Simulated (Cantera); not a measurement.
TiO2 + CH4 + CO (carbothermic reduction)

Feed: 1 mol TiO2, 2.6 mol CH4, 0.021 mol CO, held at 1173 K.

Method: chemical equilibrium by Gibbs-energy minimisation in Cantera with the NASA 1993 tables (ideal gas, pure condensed phases). Candidate condensed phases: C, C6H6, C7H8, C8H18, H2O, Ti, TiC, TiO, TiO2, Ti2O3, Ti3O5, Ti4O7; 113 gas species. Mutual solubility and eutectic melting of coexisting phases are not modelled. TiC: taken at fixed stoichiometry. Condensed phases not in the tables: Magnéli phases beyond Ti4O7. Gases not in the tables: TiO(OH)2. Equilibrium is a limit: real reactors are often held back by kinetics, nucleation or transport.

| P (Pa) | log p H2 | log p CO | log p CH4 | log p H2O | log p C2H6 | log p CO2 | n TiC(s) | n Ti2O3(s) | n C(graphite) | n Ti3O5(s) | n Ti4O7(s) | n TiO2(rutile) |
|---|---|---|---|---|---|---|---|---|---|---|---|---|
| 10 | -4.13 | -4.59 | -10.86 | -9.28 | <-16 | -9.85 | 0.840 | 0.0800 | 0 | 0 | 0 | 0 |
| 100 | -3.13 | -3.59 | -8.26 | -7.88 | <-15 | -8.45 | 0.840 | 0.0800 | 0 | 0 | 0 | 0 |
| 1000 | -2.04 | -3.11 | -5.78 | -6.59 | -12.71 | -7.77 | 0.0508 | 0 | 2.13 | 0.316 | 0 | 0 |
| 10000 | -1.02 | -2.31 | -3.76 | -4.78 | -9.68 | -6.17 | 0 | 0 | 2.34 | 0 | 0.250 | 0 |
| 100000 | -0.02 | -1.66 | -1.75 | -3.13 | -6.66 | -4.87 | 0 | 0 | 2.41 | 0 | 0.0979 | 0.608 |
| 1000000 | 0.93 | -1.45 | 0.15 | -1.97 | -3.82 | -4.46 | 0 | 0 | 1.96 | 0 | 0 | 1.00 |
log p: log10 of the partial pressure in bar; n: condensed amount in mol.

From 0.000100 bar to 0.00100 bar the condensed part is TiC(s) + Ti2O3(s). At 0.0100 bar the condensed part is C(graphite) + TiC(s) + Ti3O5(s). At 0.100 bar the condensed part is C(graphite) + Ti4O7(s). At 1.00 bar the condensed part is C(graphite) + TiO2(rutile) + Ti4O7(s). At 10.0 bar the condensed part is C(graphite) + TiO2(rutile).
